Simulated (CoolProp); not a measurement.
The fluid at 400.97 K and 0.292 MPa expands adiabatically to 0.0558 MPa with isentropic efficiency 0.85. The same conditions are run with several fluids, on thermodynamics alone (safety and materials aside).

Values from CoolProp's reference Helmholtz-energy equation of state of each fluid (propane: Lemmon 2009; R115: Lemmon 2016; neopentane: Lemmon 2006; isohexane: Lemmon 2006; R134a: Tillner-Roth 1994).

```tsv
fluid	work (kJ/kg)	final temperature (K)	final density (kg/m³)
propane	97.4	351.0	0.848
R115	28.4	364.8	2.86
neopentane	60.6	369.8	1.32
isohexane	50.1	373.0	1.58
R134a	42.3	355.4	1.94
```
